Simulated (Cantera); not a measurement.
# Stirred combustor or abatement burner

A perfectly stirred reactor is fed with 8.76 % CO, 6.13 % H2, 17.7 % O2, 66.6 % N2, 0.771 % CO2, equivalence ratio 0.42, at 22000 Pa; it is adiabatic with a 475 K inlet, and is followed from long to short residence time, starting on the burning branch (τ in s: 0.022, 0.0099, 0.0046, 0.0021, 0.00096, 0.00044, 0.0002, 9.4e-05, 4.3e-05, 2e-05, 9.1e-06, 4.2e-06).

Detailed kinetics in Cantera: GRI-Mech 3.0 (53 species, 325 reactions).

```tsv
τ (s)	T (K)	x CO	x H2	x O2	x O	x H2O	x NO	x HO2
0.022	1564	0.00655	0.00115	0.111	0.00413	0.0621	1.10e-5	4.93e-6
0.0099	1509	0.00978	0.00170	0.112	0.00602	0.0605	1.15e-5	6.56e-6
0.0046	1435	0.0144	0.00236	0.114	0.00801	0.0584	1.10e-5	8.49e-6
0.0021	1329	0.0231	0.00326	0.118	0.00922	0.0559	7.86e-6	1.14e-5
0.00096	1153	0.0445	0.00649	0.131	0.00646	0.0522	2.20e-6	1.84e-5
0.00044	475	0.0876	0.0613	0.177	<1e-12	<1e-12	<1e-12	<1e-12
0.00020	475	0.0876	0.0613	0.177	<1e-12	<1e-12	<1e-12	<1e-12
9.4e-5	475	0.0876	0.0613	0.177	<1e-12	<1e-12	<1e-12	<1e-12
4.3e-5	475	0.0876	0.0613	0.177	<1e-12	<1e-12	<1e-12	<1e-12
2.0e-5	475	0.0876	0.0613	0.177	<1e-12	<1e-12	<1e-12	<1e-12
9.1e-6	475	0.0876	0.0613	0.177	<1e-12	<1e-12	<1e-12	<1e-12
4.2e-6	475	0.0876	0.0613	0.177	<1e-12	<1e-12	<1e-12	<1e-12
```
x: mole fraction; the columns are a selection and need not sum to one.
